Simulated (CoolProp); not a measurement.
Vapour-liquid equilibrium of n-heptane (1) + m-xylene (2) at 365.8 K; x and y are mole fractions of (1).

Values from CoolProp's multi-fluid Helmholtz-energy mixture model, Span 2003 and Zhou 2012; pair parameters Bell 2016.

```
x      bubble pressure, mixture model (MPa)  bubble pressure, Raoult's law (MPa)  y, mixture model  y, Raoult's law
-----  ------------------------------------  -----------------------------------  ----------------  ---------------
0.05                                0.02852                              0.02722             0.192            0.157
0.125                               0.03447                              0.03181             0.379            0.335
0.2                                 0.03986                              0.03639             0.503            0.469
0.275                               0.04482                              0.04098             0.593            0.573
0.35                                0.04945                              0.04557             0.663            0.655
0.425                               0.05386                              0.05016             0.721            0.723
0.5                                 0.05809                              0.05475             0.770            0.779
0.575                               0.06222                              0.05934             0.812            0.827
0.65                                0.06629                              0.06393             0.851            0.868
0.725                               0.07033                              0.06852             0.887            0.903
0.8                                 0.07438                              0.07311             0.920            0.934
0.875                               0.07845                              0.07770             0.951            0.961
0.95                                0.08257                              0.08229             0.981            0.985
```

The largest gap from Raoult's law is +9.5 % in bubble pressure, at x = 0.2. No azeotrope shows between x = 0.05 and 0.95.

Pair parameters are fitted to limited data, so mixtures are less certain than the pure fluids.
